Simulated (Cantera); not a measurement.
An isothermal, constant-pressure homogeneous reactor starts with CH₄ : H₂O = 1 : 0.86 (molar parts), at 1350 K and 0.133 bar.

Cantera simulation using GRI-Mech 3.0 (53 species, 325 reactions); the numbers are that mechanism's predictions, not measurements.

x: mole fraction; the columns are a selection and need not sum to one.

```
t (s)     x CH₄  x H₂O     x CH₂     x CO₂     x HCO    x C₂H₆     x OH
--------  -----  -----  --------  --------  --------  --------  -------
0.000500  0.538  0.462    <1e-12    <1e-12    <1e-12   3.87e-9  2.02e-9
0.00216   0.538  0.462  8.21e-12    <1e-12    <1e-12   2.90e-7  8.19e-9
0.00931   0.538  0.462  5.48e-11    <1e-12    <1e-12         …        …
0.0401    0.537  0.462  1.08e-10  1.55e-12    <1e-12   8.91e-5  2.97e-8
0.173     0.536  0.462  2.68e-10  4.79e-10  5.69e-12  0.000358  4.68e-8
0.747     0.529  0.461  4.20e-10   6.29e-8  1.48e-11  0.000601  5.84e-8
3.22      0.496  0.451  4.29e-10   2.64e-6  1.25e-11  0.000440  5.30e-8
13.9          …  0.419  4.60e-10         …  8.85e-12         …        …
60.0      0.218  0.353  4.60e-10   0.00206  1.20e-11   5.60e-5  3.76e-8
```

Problem. Complete the blanks.

Solution. 
- 0.00931, x C₂H₆: 1.12e-5
- 0.00931, x OH: 2.12e-8
- 13.9, x CH₄: 0.397
- 13.9, x CO₂: 9.87e-5
- 13.9, x C₂H₆: 0.000203
- 13.9, x OH: 4.38e-8
